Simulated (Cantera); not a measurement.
**Equilibrium for sublimation and decomposition of ceramics: SiC + Si + H2**

Input: 1 mol SiC, 0.058 mol Si, a varied amount of H2, held at 2350 K and 1.33 mbar.

Method: chemical equilibrium by Gibbs-energy minimisation in Cantera with the NASA 1993 tables (ideal gas, pure condensed phases). Candidate condensed phases: C, C6H6, C7H8, C8H18, Si, SiC; 87 gas species. Gases not in the tables: Si2H6 and higher silanes. Rates play no part.

From 0.32 mol H2 to 2.7 mol H2 the condensed part is C(graphite) + SiC(s). At 3 mol H2 the condensed part is C(graphite). The main Si-bearing gas is Si throughout. The share of Si in condensed phases is highest at 0.32 mol H2 (88.7 %) and lowest at 3 mol H2 (0.0 %).

```
n(H2) (mol)   x H2    x H   x Si  x SiC2  x Si2C  x C2H2 (acetylene)    x SiH  n C(graphite)  n SiC(s)
-----------  -----  -----  -----  ------  ------  ------------------  -------  -------------  --------
0.32         0.524  0.247  0.177  0.0290  0.0168             0.00289  0.00158         0.0216     0.939
0.65         0.524  0.247  0.177  0.0290  0.0168             0.00289  0.00158          0.104     0.816
0.98         0.524  0.247  0.177  0.0290  0.0168             0.00289  0.00158          0.186     0.693
1.3          0.524  0.247  0.177  0.0290  0.0168             0.00289  0.00158          0.265     0.573
1.7          0.524  0.247  0.177  0.0290  0.0168             0.00289  0.00158          0.365     0.424
2            0.524  0.247  0.177  0.0290  0.0168             0.00289  0.00158          0.439     0.312
2.3          0.524  0.247  0.177  0.0290  0.0168             0.00289  0.00158          0.514     0.201
2.7          0.524  0.247  0.177  0.0290  0.0168             0.00289  0.00158          0.613    0.0516
3            0.531  0.249  0.171  0.0279  0.0156             0.00293  0.00153          0.647         0
```
x: gas mole fraction; n: condensed amount in mol.
